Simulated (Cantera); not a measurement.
Input: 1 mol SiC, 0.019 mol C, 1.1 mol N₂, at 2623 K.

Method: chemical equilibrium by Gibbs-energy minimisation in Cantera with the NASA 1993 tables (ideal gas, pure condensed phases). Candidate condensed phases: C, Si, SiC, Si₃N₄; 20 gas species. The tables' values for SiN are old estimates; treat these amounts as uncertain. Equilibrium is a limit: real reactors are often held back by kinetics, nucleation or transport.

x: gas mole fraction; n: condensed amount in mol.

```
P (Pa)    x N₂      x Si    x SiC₂      x C₃       x C    x Si₂C     x CN      x C₂  n C(graphite)  n SiC(s)
-------  -----  --------  --------  --------  --------  --------  -------  --------  -------------  --------
1        0.429     0.357    0.0482    0.0696    0.0508   4.17e-5   0.0344    0.0108              0         0
10       0.487     0.330     0.120    0.0307   0.00833  0.000586   0.0190   0.00290          0.207         0
100      0.520     0.339     0.123   0.00307  0.000833   0.00617  0.00622  0.000290          0.452         0
1000     0.547     0.293     0.106  0.000307   8.33e-5    0.0461  0.00202   2.90e-5          0.494         0
10000    0.941       ___       ___       ___       ___       ___      ___       ___            ___     0.924
100000   0.994       ___       ___       ___       ___       ___      ___       ___            ___     0.992
1000000  0.999  0.000360  0.000131   3.07e-7   8.33e-8   6.95e-5  8.62e-5   2.90e-8         0.0191     0.999
```

Some entries are withheld; supply them.


- 10000, x Si: 0.0360
- 10000, x SiC₂: 0.0131
- 10000, x C₃: 3.07e-5
- 10000, x C: 8.33e-6
- 10000, x Si₂C: 0.00695
- 10000, x CN: 0.000837
- 10000, x C₂: 2.90e-6
- 10000, n C(graphite): 0.0550
- 100000, x Si: 0.00360
- 100000, x SiC₂: 0.00131
- 100000, x C₃: 3.07e-6
- 100000, x C: 8.33e-7
- 100000, x Si₂C: 0.000695
- 100000, x CN: 0.000272
- 100000, x C₂: 2.90e-7
- 100000, n C(graphite): 0.0222
